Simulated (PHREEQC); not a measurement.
# Acid mine or pickling water (model solution)

Synthetic water in mg/L, 63 °C, pH 2.79, pe 10.2: Na 90.4; K 5.38; Ca 332; Mg 192; Cl 457; S(6) as SO4 1200; Mn(2) 5.85.

Valence states are taken as typed.

Computed with PHREEQC (ion-association model, phreeqc.dat).

Each row changes one thing in this solution. Precipitation was switched off in this run.

| case | ionic strength (mol/kgw) | Ca+2 (mol/kgw) | SO4-2 (mol/kgw) | Mg+2 (mol/kgw) | MgSO4 (mol/kgw) | CaSO4 (mol/kgw) | SI of Gypsum (CaSO4:2H2O) |
|---|---|---|---|---|---|---|---|
| as made | 0.0443 | 0.00644 | 0.00595 | 0.00464 | 0.00328 | 0.00182 | -0.43 |
| all concentrations times 2 at the same typed pH | 0.0824 | 0.0122 | 0.0109 | 0.00840 | 0.00747 | 0.00429 | -0.05 |
| Mg from 192 to 384 mg/L | 0.0545 | 0.00689 | 0.00475 | 0.0106 | 0.00528 | 0.00137 | -0.55 |

Constants without temperature data keep their 25 °C values here.
